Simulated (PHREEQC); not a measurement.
**Phosphoric acid bath (model solution)**

Make-up at 20 °C: 0.014 mol/kgw NaH2PO4 and 0.6 mol/kgw HNO3. It is in equilibrium with CO2 at log p = 0 (atm). Otherwise closed; pH follows from the charge balance.

Equilibrium calculation in PHREEQC: ion-association model, phreeqc.dat.

Each row changes one thing in this solution. This is a speciation only: nothing precipitates in the calculation.

```tsv
case	pH	ionic strength (mol/kgw)	HCO3- (mol/kgw)
as made	0.35	0.600	5.19e-8
diluted 5-fold with water	1.02	0.120	2.15e-7
NaH2PO4 left out	0.34	0.600	5.08e-8
HNO3 from 0.6 to 0.12 mol/kgw	___	0.121	2.35e-7
diluted 10-fold with water	1.30	0.0602	3.95e-7
HNO3 left out	4.08	0.0141	0.000218
NaH2PO4 from 0.014 to 0.14 mol/kgw	___	___	6.55e-8
```

### Question
Some entries are withheld; supply them.

### Answer

- HNO3 from 0.6 to 0.12 mol/kgw, pH: 1.06
- NaH2PO4 from 0.014 to 0.14 mol/kgw, pH: 0.45
- NaH2PO4 from 0.014 to 0.14 mol/kgw, ionic strength (mol/kgw): 0.605
